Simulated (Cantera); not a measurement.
**Diamond growth**

A diamond (100) surface in a fixed gas of H2 with x(CH4) = 0.0033, x(H) = 0.018, x(CH3) = 8.2e-05, at 1223 K; coverages are run to steady state.

Computed with Cantera and the Harris–Goodwin 1993 mechanism for the reconstructed diamond (100) surface.

| P (Pa) | growth (µm/h) | θ c6HH | θ c6H* | θ c6*H | θ c6** | θ c6HM |
|---|---|---|---|---|---|---|
| 1500 | 0.391 | 0.423 | 0.0410 | 0.501 | 0.0340 | 0.000233 |
| 2100 | 0.662 | 0.423 | 0.0410 | 0.501 | 0.0340 | 0.000300 |
| 2900 | 1.09 | 0.423 | 0.0410 | 0.501 | 0.0340 | 0.000376 |
| 4100 | 1.83 | 0.423 | 0.0411 | 0.501 | 0.0341 | 0.000465 |
| 5700 | 2.96 | 0.423 | 0.0411 | 0.501 | 0.0341 | 0.000555 |
| 7900 | 4.66 | 0.423 | 0.0412 | 0.501 | 0.0341 | 0.000643 |
| 11000 | 7.24 | 0.423 | 0.0413 | 0.500 | 0.0341 | 0.000728 |
| 15000 | 10.7 | 0.423 | 0.0415 | 0.500 | 0.0341 | 0.000800 |
θ: site fractions in the mechanism's names (c6HH fully hydrogenated, c6H* and c6*H radical sites, c6** diradical, c6HM methylated).
